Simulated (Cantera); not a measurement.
An isothermal, constant-pressure homogeneous reactor starts with C3H8 : H2 = 1 : 32 (molar parts), at 1623 K and 2670 Pa. Integrator tolerance rtol = 1e-08.

Model: GRI-Mech 3.0 (53 species, 325 reactions), integrated in Cantera. GRI-Mech 3.0 was tuned for natural gas; its chemistry of propane as a main component is partial and can be far from experiment. GRI-Mech 3.0 stops at C3 and has no aromatics, soot or wall deposition, so with more carbon than oxygen in the feed, carbon stays in small species such as C2H2 where larger ones or solid carbon would form. Radical loss at walls, strong at low pressure, is not modelled.

Task: What does this change do: pressure from 2670 Pa to 790 Pa?

Result: 
```tsv
quantity	before	after
x(C3H8) at 2.00 s	4.62e-11 (gas-phase equilibrium <1e-12)	6.89e-11 (gas-phase equilibrium <1e-12)
x(H2) at 2.00 s	0.948 (gas-phase equilibrium 0.957)	0.946 (gas-phase equilibrium 0.957)
x(H) at 2.00 s	0.000378 (gas-phase equilibrium 0.000417)	0.000619 (gas-phase equilibrium 0.000766)
x(CH3) at 2.00 s	0.000143 (gas-phase equilibrium 1.11e-5)	0.000276 (gas-phase equilibrium 6.09e-6)
x(CH4) at 2.00 s	0.0177 (gas-phase equilibrium 0.00126)	0.0208 (gas-phase equilibrium 0.000375)
x(C2H) at 2.00 s	5.04e-8 (gas-phase equilibrium 6.78e-8)	7.92e-8 (gas-phase equilibrium 1.26e-7)
```

Task: What does this change do: temperature 1623 to 1773 K?

Result: 
```
quantity                                              before                                     after
-----------------  -----------------------------------------  ----------------------------------------
x(C3H8) at 2.00 s    4.62e-11 (gas-phase equilibrium <1e-12)     <1e-12 (gas-phase equilibrium <1e-12)
x(H2) at 2.00 s          0.948 (gas-phase equilibrium 0.957)       0.956 (gas-phase equilibrium 0.956)
x(H) at 2.00 s     0.000378 (gas-phase equilibrium 0.000417)   0.00169 (gas-phase equilibrium 0.00172)
x(CH3) at 2.00 s    0.000143 (gas-phase equilibrium 1.11e-5)   7.28e-5 (gas-phase equilibrium 1.30e-5)
x(CH4) at 2.00 s      0.0177 (gas-phase equilibrium 0.00126)  0.00204 (gas-phase equilibrium 0.000359)
x(C2H) at 2.00 s     5.04e-8 (gas-phase equilibrium 6.78e-8)   5.60e-7 (gas-phase equilibrium 5.79e-7)
```
